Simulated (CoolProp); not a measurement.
Dimethyl carbonate along the isobar 2690 kPa: fugacity coefficient from the reference equation and from simpler models built on Tc = 557.0 K, pc = 4909 kPa, ω = 0.346; each cubic takes its own stable root.

Model: reference Helmholtz-energy equation of state, Zhou 2011, in CoolProp.

```
T (K)   phase  reference
-----  ------  ---------
344    liquid    0.02088
363.7  liquid    0.04017
383.4  liquid    0.07093
403.1  liquid     0.1165
422.8  liquid     0.1801
442.5  liquid     0.2640
462.2  liquid     0.3696
481.9  liquid     0.4970
501.5  liquid     0.6438
521.2     gas     0.7691
540.9     gas     0.7969
560.6     gas     0.8202
580.3     gas     0.8400
600       gas     0.8571
```

How far does each simpler model (van der Waals, Redlich-Kwong, Soave-Redlich-Kwong) lie from the reference over these 14 states: mean and median of the absolute difference, and the worst?


- van der Waals: mean 170.3 %, median 67.2 %, worst +813.8 % at 344 K and 2690 kPa
- Redlich-Kwong: mean 44.9 %, median 28.7 %, worst +155.2 % at 344 K and 2690 kPa
- Soave-Redlich-Kwong: mean 1.4 %, median 1.1 %, worst +3.0 % at 462.2 K and 2690 kPa

At some of these states van der Waals gives the other phase, because its saturation line lies elsewhere.
